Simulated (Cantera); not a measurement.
Input: 1 mol Cu2O, 6.5 mol CO, 0.16 mol H2, held at 2177 °C and 53000 Pa.

These are equilibrium values from Cantera (NASA tables, ideal gas, pure condensed phases), not measurements of a reactor. Candidate condensed phases: C, C6H6, C7H8, C8H18, Cu, CuO, Cu(OH)2, Cu2O, H2O; 113 gas species. Equilibrium is a limit: real reactors are often held back by kinetics, nucleation or transport.

Base state: CO 0.645, Cu 0.225, CO2 0.106, H2 0.00850, H2O 0.00848, Cu2 0.00294, H 0.00254, OH 0.000496 (mole fractions); condensed: gas only.

What changes in the equilibrium state with this change: pressure from 53000 Pa to 52.0 Pa?


| species | before | after |
|---|---|---|
| CO | 0.645 | 0.654 |
| Cu | 0.225 | 0.216 |
| CO2 | 0.106 | 0.0464 |
| O | 9.86e-5 | 0.0432 |
| H | 0.00254 | 0.0290 |
| Cu2 | 0.00294 | 2.64e-6 |
| O2 | 4.06e-5 | 0.00764 |
| H2O | 0.00848 | 0.000464 |
| H2 | 0.00850 | 0.00108 |
| OH | 0.000496 | 0.00243 |

What changes in the equilibrium state with this change: pressure from 53000 Pa to 101000 Pa?


```tsv
species	before	after
CO	0.645	0.730
Cu	0.225	0.126
CO2	0.106	0.120
O	9.86e-5	5.16e-5
O2	4.06e-5	2.13e-5
CuO	7.79e-5	4.36e-5
Cu(l), mol	0	1.01
```
